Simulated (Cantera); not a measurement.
Charge: 1 mol MgO, 2.7 mol H₂, held at 5.70 mbar.

Cantera equilibrium calculation (NASA polynomials, part measured and part estimated; ideal gas, pure solids and liquids). Candidate condensed phases: H₂O, Mg, MgO, Mg(OH)₂; 15 gas species. The tables' values for MgH are old estimates; treat these amounts as uncertain. Kinetics and transport are ignored.

log p: log10 of the partial pressure in bar; n: condensed amount in mol.

```tsv
T (K)	log p H₂	log p Mg	log p H₂O	log p H	log p MgOH	log p OH	n MgO(s)
1675	-2.25	-4.75	-4.74	-5.06	-8.25	-8.87	0.991
1700	-2.25	-4.64	-4.63	-4.96	-8.06	-8.63	0.989
1725	-2.25	-4.53	-4.53	-4.86	-7.87	-8.39	0.986
1750	-2.25	-4.43	-4.43	-4.76	-7.69	-8.17	0.982
1775	-2.25	-4.33	-4.33	-4.66	-7.52	-7.94	0.977
1800	-2.26	?	?	?	?	?	0.972
1825	-2.26	-4.14	-4.14	-4.49	-7.18	-7.52	0.965
1850	-2.26	?	?	?	?	?	0.956
1875	-2.27	-3.96	-3.96	-4.32	-6.87	-7.12	0.946
1900	-2.27	-3.87	-3.87	-4.24	-6.72	-6.92	0.934
1925	-2.28	-3.79	-3.79	-4.16	-6.57	-6.73	0.920
```

Complete the blanks.


- 1850, log p Mg: -4.04
- 1850, log p H₂O: -4.04
- 1850, log p H: -4.40
- 1850, log p MgOH: -7.02
- 1850, log p OH: -7.31
- 1800, log p Mg: -4.23
- 1800, log p H₂O: -4.23
- 1800, log p H: -4.57
- 1800, log p MgOH: -7.35
- 1800, log p OH: -7.73
